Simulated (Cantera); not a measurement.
Cantera run, input and output.

```python
import numpy as np
import cantera as ct

gas = ct.Solution("gri30.yaml")


def delay(T, t_max=10):
    gas.TPX = T, 1100000, {'CH4': 1, 'O2': 1.82, 'N2': 6.84}
    reactor = ct.IdealGasReactor(gas, clone=False)
    net = ct.ReactorNet([reactor])
    net.rtol, net.atol = 1e-8, 1e-16
    while net.time < t_max:
        t_old, T_old = net.time, reactor.T
        net.step()
        if reactor.T > T + 400:  # ignition: a rise of 400 K
            return t_old + (T + 400 - T_old) / (reactor.T - T_old) * (net.time - t_old)
    return np.nan


taus = []
for T in [1225, 1300, 1375, 1450, 1525]:
    taus.append(delay(T))
    print(f"T0 = {T:6g} K   tau = {taus[-1]:.4e} s")

# d ln(tau) / d ln(k), from doubling and halving each rate constant
T, sens = 1300, []
for i in range(gas.n_reactions):
    gas.set_multiplier(2.0, i)
    up = delay(T)
    gas.set_multiplier(0.5, i)
    down = delay(T)
    gas.set_multiplier(1.0, i)
    sens.append((np.log(up / down) / np.log(4.0), gas.reaction(i).equation))
sens.sort(key=lambda x: -abs(x[0]))
print(f"sensitivities at {T} K")
for s, eq in sens[:10]:
    print(f"{s:8.3f}  {eq}")
```

It prints:

```
T0 =   1225 K   tau = 3.1291e-03 s
T0 =   1300 K   tau = 1.3081e-03 s
T0 =   1375 K   tau = 5.7916e-04 s
T0 =   1450 K   tau = 2.6952e-04 s
T0 =   1525 K   tau = 1.3118e-04 s
sensitivities at 1300 K
   0.540  2 CH3 (+M) <=> C2H6 (+M)
  -0.359  CH3 + O2 <=> CH3O + O
  -0.330  CH3 + HO2 <=> CH3O + OH
  -0.308  CH2O + O2 <=> HCO + HO2
  -0.300  CH3 + O2 <=> CH2O + OH
   0.236  CH4 + H <=> CH3 + H2
  -0.165  H + O2 <=> O + OH
  -0.146  CH2O + CH3 <=> CH4 + HCO
  -0.139  CH3O + O2 <=> CH2O + HO2
   0.114  CH4 + OH <=> CH3 + H2O
```

Model: GRI-Mech 3.0 (53 species, 325 reactions), integrated in Cantera.
